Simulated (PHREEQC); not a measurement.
# Copper plating or etch bath

Solution (25 °C): 14 mmol/kgw Cu(NO3)2, 50 mmol/kgw HBF4 and 0.091 mmol/kgw NaCl. Closed to the air; pH follows from the charge balance.

Equilibrium calculation in PHREEQC: ion-association model, wateq4f.dat.

No solid was allowed to form.

Task: Estimate the pH, ionic strength.

Result: pH 1.40; ionic strength 0.0899 mol/kgw.

Task: In which forms is Cl present?

Result: Cl- 98 %, CuCl+ 1.5 % of the Cl.

Species that the database lacks are ignored. Real BF4- forms and hydrolyses slowly; the run takes it at equilibrium.
